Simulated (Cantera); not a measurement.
Charge: 1 mol Si3N4, 0.057 mol N2O, 24 mol H2, equilibrated at 1352 °C and 14.0 mbar.

These are equilibrium values from Cantera (NASA tables, ideal gas, pure condensed phases), not measurements of a reactor. Mutual solubility and eutectic melting of coexisting phases are not modelled. Kinetics and transport are ignored.

| species | before | after |
|---|---|---|
| H2 | 0.966 | 0.997 |
| N2 | 0.0327 | 0.00316 |
| H | 0.000586 | 1.96e-5 |
| SiO | 0.00102 | 3.39e-7 |
| Si | 1.16e-5 | 1.53e-9 |
| Si(s), mol | 1.09 | 0 |
| Si2N2O(s), mol | 0.0318 | 0.0570 |
| Si3N4(s), mol | 0.607 | 0.962 |
Gas species are given as mole fractions.

What was changed between the two runs?
A) temperature from 1352 °C to 1075 °C
B) pressure from 14.0 mbar to 12.0 Pa
C) temperature from 1352 °C to 1527 °C
D) pressure from 14.0 mbar to 1.33 mbar

A, temperature from 1352 °C to 1075 °C
